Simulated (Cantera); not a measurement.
An isothermal, constant-pressure homogeneous reactor starts with CH4 : H2 = 1 : 7.2 (molar parts), at 1673 K and 0.000780 bar. Integrator tolerance rtol = 1e-08.

Cantera simulation using GRI-Mech 3.0 (53 species, 325 reactions); the numbers are that mechanism's predictions, not measurements. GRI-Mech 3.0 stops at C3 and has no aromatics, soot or wall deposition, so with more carbon than oxygen in the feed, carbon stays in small species such as C2H2 where larger ones or solid carbon would form. Radical loss at walls, strong at low pressure, is not modelled.

Q: What does this change do: H2 7.2 to 1.4 parts?

A: 
| quantity | before | after |
|---|---|---|
| x(CH4) at 100 s | 0.000681 (gas-phase equilibrium 2.65e-5) | 0.000463 (gas-phase equilibrium 3.73e-5) |
| x(H2) at 100 s | 0.942 (gas-phase equilibrium 0.942) | 0.849 (gas-phase equilibrium 0.849) |
| x(C2H2) at 100 s | 0.0539 (gas-phase equilibrium 0.0542) | 0.147 (gas-phase equilibrium 0.147) |
| x(C2H6) at 100 s | 2.02e-9 (gas-phase equilibrium 4.65e-12) | 1.12e-9 (gas-phase equilibrium 1.02e-11) |
| x(H) at 100 s | 0.00353 (gas-phase equilibrium 0.00399) | 0.00368 (gas-phase equilibrium 0.00378) |

Q: What does this change do: pressure from 0.000780 bar to 0.0560 bar?

A: 
```tsv
quantity	before	after
x(CH4) at 100 s	0.000681 (gas-phase equilibrium 2.65e-5)	0.00189 (gas-phase equilibrium 0.00189)
x(H2) at 100 s	0.942 (gas-phase equilibrium 0.942)	0.944 (gas-phase equilibrium 0.944)
x(C2H2) at 100 s	0.0539 (gas-phase equilibrium 0.0542)	0.0533 (gas-phase equilibrium 0.0533)
x(C2H6) at 100 s	2.02e-9 (gas-phase equilibrium 4.65e-12)	2.37e-8 (gas-phase equilibrium 2.37e-8)
x(H) at 100 s	0.00353 (gas-phase equilibrium 0.00399)	0.000471 (gas-phase equilibrium 0.000471)
```

Q: What does this change do: H2 7.2 to 9.8 parts?

A: 
```json
[
 {"quantity": "x(CH4) at 100 s", "before": "0.000681 (gas-phase equilibrium 2.65e-5)", "after": "0.000731 (gas-phase equilibrium 2.38e-5)"},
 {"quantity": "x(H2) at 100 s", "before": "0.942 (gas-phase equilibrium 0.942)", "after": "0.954 (gas-phase equilibrium 0.954)"},
 {"quantity": "x(C2H2) at 100 s", "before": "0.0539 (gas-phase equilibrium 0.0542)", "after": "0.0419 (gas-phase equilibrium 0.0423)"},
 {"quantity": "x(C2H6) at 100 s", "before": "2.02e-9 (gas-phase equilibrium 4.65e-12)", "after": "2.24e-9 (gas-phase equilibrium 3.71e-12)"},
 {"quantity": "x(H) at 100 s", "before": "0.00353 (gas-phase equilibrium 0.00399)", "after": "0.00343 (gas-phase equilibrium 0.00401)"}
]
```
